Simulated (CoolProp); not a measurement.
Saturation properties of CH2F2 (R32).

The numbers come from the reference Helmholtz-energy equation of state, Tillner-Roth 1997 in CoolProp.

```json
[
 {"T (K)": "276.4", "p (bar)": "9.011", "vapour density (kg/m³)": "(withheld)", "surface tension (mN/m)": "(withheld)", "vapour viscosity (µPa s)": "12.5"},
 {"T (K)": "280.6", "p (bar)": "10.25", "vapour density (kg/m³)": "27.95", "surface tension (mN/m)": "9.69", "vapour viscosity (µPa s)": "12.7"},
 {"T (K)": "284.8", "p (bar)": "11.62", "vapour density (kg/m³)": "31.80", "surface tension (mN/m)": "(withheld)", "vapour viscosity (µPa s)": "13.0"},
 {"T (K)": "289.1", "p (bar)": "13.16", "vapour density (kg/m³)": "36.21", "surface tension (mN/m)": "8.26", "vapour viscosity (µPa s)": "13.2"},
 {"T (K)": "293.3", "p (bar)": "14.81", "vapour density (kg/m³)": "41.04", "surface tension (mN/m)": "7.57", "vapour viscosity (µPa s)": "13.5"},
 {"T (K)": "297.5", "p (bar)": "16.60", "vapour density (kg/m³)": "46.45", "surface tension (mN/m)": "6.89", "vapour viscosity (µPa s)": "13.7"},
 {"T (K)": "301.7", "p (bar)": "18.56", "vapour density (kg/m³)": "52.51", "surface tension (mN/m)": "6.23", "vapour viscosity (µPa s)": "(withheld)"},
 {"T (K)": "306", "p (bar)": "(withheld)", "vapour density (kg/m³)": "59.51", "surface tension (mN/m)": "5.56", "vapour viscosity (µPa s)": "14.3"},
 {"T (K)": "310.2", "p (bar)": "23.05", "vapour density (kg/m³)": "67.23", "surface tension (mN/m)": "4.93", "vapour viscosity (µPa s)": "14.6"}
]
```

Some entries are withheld; supply them.


- 276.4, vapour density (kg/m³): 24.50
- 276.4, surface tension (mN/m): 10.4
- 284.8, surface tension (mN/m): 8.98
- 301.7, vapour viscosity (µPa s): 14.0
- 306, p (bar): 20.74

It boils at 221.5 K under 1 atm.

Viscosity comes from a separate model (Bell 2016), an estimate that may be off by 10 % or more. Surface tension comes from a separate correlation (Mulero 2012).
